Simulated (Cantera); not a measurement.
What does this Cantera script print?

```python
import numpy as np
import cantera as ct

gas = ct.Solution("gri30.yaml")
gas.TPX = 1050, 1000000, {'CH2O': 0.02, 'O2': 0.0047, 'N2': 1}
reactor = ct.IdealGasConstPressureReactor(gas, energy="off", clone=False)
net = ct.ReactorNet([reactor])
net.rtol, net.atol = 1e-08, 1e-18
show = ['CH2O', 'O2', 'CH4', 'H2', 'H', 'NO', 'CO']
times = np.geomspace(7e-05, 40, 14)

steps = ct.SolutionArray(gas, extra=["t"])
rows = []
print(f"{'t/s':>10s}{'T/K':>9s}{'P/Pa':>11s}" + "".join(f"{s:>11s}" for s in show))
for t in times:
    while net.time < t:
        t_next = net.step()
        steps.append(gas.state, t=t_next)
    rows.append([np.interp(t, steps.t, y) for y in (steps.T, steps.P, *steps(*show).X.T)])
    print(f"{t:10.3e}{rows[-1][0]:9.1f}{rows[-1][1]:11.4g}" + "".join(f"{x:11.3e}" for x in rows[-1][2:]))
rate = np.gradient(steps.T, steps.t)
print("integrator steps:", len(steps.t))
if steps.T.max() > steps.T[0] + 200:
    print(f"time of steepest temperature rise: {steps.t[rate.argmax()]:.4e} s")
gas.TPX = 1050, 1000000, {'CH2O': 0.02, 'O2': 0.0047, 'N2': 1}
gas.equilibrate("TP")
print(f"equilibrium (TP): T = {gas.T:.1f} K  " + "  ".join(f"{s} {gas[s].X[0]:.3e}" for s in show))
```

Output:

```
       t/s      T/K       P/Pa       CH2O         O2        CH4         H2          H         NO         CO
 7.000e-05   1050.0      1e+06  1.951e-02  4.585e-03  5.563e-14  1.410e-06  2.074e-09  1.890e-20  2.956e-06
 1.941e-04   1050.0      1e+06  1.949e-02  4.570e-03  3.152e-12  1.491e-05  1.151e-08  9.599e-19  3.122e-05
 5.380e-04   1050.0      1e+06  1.837e-02  4.071e-03  1.126e-09  5.491e-04  2.147e-07  5.619e-16  1.131e-03
 1.492e-03   1050.0      1e+06  3.528e-05  4.621e-04  2.112e-06  1.165e-02  2.009e-05  6.839e-11  1.876e-02
 4.135e-03   1050.0      1e+06  3.016e-08  2.840e-04  2.364e-06  1.132e-02  4.485e-07  1.223e-10  1.865e-02
 1.146e-02   1050.0      1e+06  1.525e-08  2.398e-04  2.347e-06  1.127e-02  3.200e-07  1.112e-10  1.862e-02
 3.178e-02   1050.0      1e+06  8.482e-09  1.538e-04  2.305e-06  1.118e-02  3.122e-07  8.822e-11  1.854e-02
 8.811e-02   1050.0      1e+06  3.566e-09  4.683e-05  2.246e-06  1.107e-02  2.903e-07  4.626e-11  1.844e-02
 2.443e-01   1050.0      1e+06  1.409e-09  3.392e-06  2.223e-06  1.105e-02  1.712e-07  1.208e-11  1.837e-02
 6.772e-01   1050.0      1e+06  1.131e-09  2.410e-07  2.222e-06  1.108e-02  3.877e-08  4.607e-12  1.833e-02
 1.877e+00   1050.0      1e+06  1.092e-09  4.376e-08  2.222e-06  1.110e-02  9.611e-09  3.122e-12  1.831e-02
 5.204e+00   1050.0      1e+06  1.084e-09  1.145e-08  2.222e-06  1.111e-02  3.055e-09  2.489e-12  1.830e-02
 1.443e+01   1050.0      1e+06  1.082e-09  3.001e-09  2.222e-06  1.113e-02  1.228e-09  1.921e-12  1.829e-02
 4.000e+01   1050.0      1e+06  1.082e-09  6.202e-10  2.222e-06  1.115e-02  5.137e-10  1.087e-12  1.827e-02
integrator steps: 2450
equilibrium (TP): T = 1050.0 K  CH2O 1.144e-09  O2 1.065e-21  CH4 1.151e-05  H2 1.496e-02  H 3.157e-10  NO 4.178e-15  CO 1.441e-02
```

Model: GRI-Mech 3.0 (53 species, 325 reactions), integrated in Cantera.
